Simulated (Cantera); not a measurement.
Input: 1 mol Pb, 0.19 mol H₂, 4.7 mol N₂, at 5630 Torr.

These are equilibrium values from Cantera (NASA tables, ideal gas, pure condensed phases), not measurements of a reactor. Candidate condensed phases: Pb; 11 gas species. The numbers say what is thermodynamically allowed, not how fast it happens.

x: gas mole fraction; n: condensed amount in mol.

```json
[
 {"T (K)": "475", "x N₂": "0.967", "x H₂": "0.0203", "x NH₃": "0.0127", "x Pb": "<1e-12", "n Pb(s)": "1.00", "n Pb(l)": "0"},
 {"T (K)": "625", "x N₂": "0.962", "x H₂": "0.0368", "x NH₃": "0.00143", "x Pb": "___", "n Pb(s)": "0", "n Pb(l)": "1.00"},
 {"T (K)": "775", "x N₂": "0.961", "x H₂": "0.0385", "x NH₃": "0.000216", "x Pb": "___", "n Pb(s)": "0", "n Pb(l)": "1.00"},
 {"T (K)": "925", "x N₂": "0.961", "x H₂": "0.0388", "x NH₃": "5.58e-5", "x Pb": "___", "n Pb(s)": "0", "n Pb(l)": "1.000"},
 {"T (K)": "1075", "x N₂": "0.961", "x H₂": "0.0388", "x NH₃": "2.06e-5", "x Pb": "___", "n Pb(s)": "0", "n Pb(l)": "1.000"},
 {"T (K)": "1225", "x N₂": "0.961", "x H₂": "0.0388", "x NH₃": "9.59e-6", "x Pb": "___", "n Pb(s)": "0", "n Pb(l)": "0.999"},
 {"T (K)": "1375", "x N₂": "0.960", "x H₂": "0.0388", "x NH₃": "5.25e-6", "x Pb": "___", "n Pb(s)": "0", "n Pb(l)": "0.996"}
]
```

Q: Complete the blanks.

A: 
- 625, x Pb: 3.11e-12
- 775, x Pb: 3.32e-9
- 925, x Pb: 3.56e-7
- 1075, x Pb: 1.01e-5
- 1225, x Pb: 0.000125
- 1375, x Pb: 0.000875
